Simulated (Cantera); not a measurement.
A perfectly stirred reactor is fed with 64.9 % CH₄, 35.1 % H₂O, at 3.95 atm; it is held at 2048 K, and followed from long to short residence time.

Cantera simulation using GRI-Mech 3.0 (53 species, 325 reactions); the numbers are that mechanism's predictions, not measurements. GRI-Mech 3.0 stops at C3 and has no aromatics, soot or wall deposition, so with more carbon than oxygen in the feed, carbon stays in small species such as C2H2 where larger ones or solid carbon would form.

Q: Predict: x(CH₄) at τ = 3.60 s; x(H₂O) at τ = 3.60 s; x(CH₂O) at τ = 3.60 s; x(H₂) at τ = 3.60 s; x(HCO) at τ = 3.60 s; x(CH₄) at τ = 0.160 s; x(H₂O) at τ = 0.160 s; x(CH₂O) at τ = 0.160 s; x(H₂) at τ = 0.160 s; x(HCO) at τ = 0.160 s.

A: 
```json
{
 "x(CH₄) at τ = 3.60 s": "0.00805",
 "x(H₂O) at τ = 3.60 s": "0.000584",
 "x(CH₂O) at τ = 3.60 s": "2.14e-7",
 "x(H₂) at τ = 3.60 s": "0.742",
 "x(HCO) at τ = 3.60 s": "2.19e-7",
 "x(CH₄) at τ = 0.160 s": "0.0119",
 "x(H₂O) at τ = 0.160 s": "0.0113",
 "x(CH₂O) at τ = 0.160 s": "2.56e-7",
 "x(H₂) at τ = 0.160 s": "0.731",
 "x(HCO) at τ = 0.160 s": "2.07e-7"
}
```
